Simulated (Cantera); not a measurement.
A closed system holds: 1 mol Al, 55 mol NH3, 12 mol N2, held at 1873.15 K and 1.30 mbar.

These are equilibrium values from Cantera (NASA tables, ideal gas, pure condensed phases), not measurements of a reactor. Candidate condensed phases: Al, AlN; 13 gas species. Kinetics and transport are ignored.

Q: What is the equilibrium state?

A: 
```json
{
  "x(H2)": "0.659",
  "x(N2)": "0.319",
  "x(H)": "0.0145",
  "x(Al)": "0.00798",
  "x(AlH)": "8.79e-5",
  "gas_amount": "123.9 mol",
  "log10 activity of Al(l) (absent)": "-2.23"
}
```
